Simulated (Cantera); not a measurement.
Cantera run:

```python
import numpy as np
import cantera as ct

gas_names = """
    C CO COS CO2 CS CS2 C2 C2O C3 C3O2 C4 C5 Mg MgO MgS Mg2 O O2 O3 S SO SO2 SO3 S2 S2O S8
""".split()
cond_names = """
    C(gr) Mg(cr) Mg(L) MgCO3(s) MgO(s) MgO(L) MgS(s) MgSO4(s) MgSO4(L) S(cr1) S(cr2) S(L)
""".split()


# ... load() reads the species with a 1 bar reference pressure and builds the phases ...
atoms = {
    'MgCO3': {'Mg': 1, 'C': 1, 'O': 3},
    'SO3': {'S': 1, 'O': 3},
    'O2': {'O': 2},
}
top_T = {'C(gr)': 4500, 'MgS(s)': 2250}  # K; cautious upper limits of use, not melting points


# ... equilibrate(T, P, feed) seeds the gas with the atoms and calls Mixture.equilibrate('TP', solver="vcs", rtol=1e-11, max_steps=5000) ...
results = []
feed = {'MgCO3': 1, 'SO3': 0.11, 'O2': 0.098}  # mol
P = 101325  # Pa
for T in [775, 825, 875, 925, 975, 1025, 1075, 1125, 1175, 1225, 1275, 1325]:
    mix = equilibrate(T, P, feed)
    results.append((T, P, feed, dict(zip(mix.species_names, mix.species_moles))))

top = {s: max(r[3][s] / sum(r[3][g] for g in gas_names) for r in results) for s in gas_names}
cols = sorted((s for s in top if top[s] > 1e-05), key=lambda s: -top[s])[:8]
seen = [c for c in cond_names if any(r[3].get(c, 0) > 1e-12 for r in results)]
print("log10 of partial pressures in bar; condensed amounts in mol")
print(f"{'T/K':>10s}" + "".join(f"{s[:9]:>10s}" for s in cols + seen))
for T, P, feed, n in results:
    ng = sum(n[g] for g in gas_names)
    print(f"{T:10.4g}" + "".join(f"{np.log10(max(n[s] / ng * P / 1e5, 1e-99)):10.3f}" for s in cols)
          + "".join(f"{n.get(c, 0):10.4g}" for c in seen))
```

Result:

```
log10 of partial pressures in bar; condensed amounts in mol
       T/K       CO2        O2       SO2       SO3    MgO(s)  MgSO4(s)
       775    -0.035    -1.044   -10.765    -9.542      0.89      0.11
       825    -0.035    -1.044    -9.212    -8.391      0.89      0.11
       875    -0.035    -1.044    -7.840    -7.375      0.89      0.11
       925    -0.035    -1.044    -6.621    -6.472      0.89      0.11
       975    -0.035    -1.044    -5.531    -5.665      0.89      0.11
      1025    -0.035    -1.044    -4.550    -4.939      0.89      0.11
      1075    -0.035    -1.043    -3.664    -4.285    0.8903    0.1097
      1125    -0.036    -1.041    -2.862    -3.691    0.8917    0.1083
      1175    -0.040    -1.031    -2.135    -3.151    0.8988    0.1012
      1225    -0.057    -0.991    -1.486    -2.657    0.9298   0.07023
      1275    -0.095    -0.918    -1.075    -2.371         1         0
      1325    -0.095    -0.916    -1.069    -2.513         1         0
```

Equilibrium computed with Cantera from the NASA thermochemical tables; the gas is ideal and each condensed phase is pure. Mutual solubility and eutectic melting of coexisting phases are not modelled.
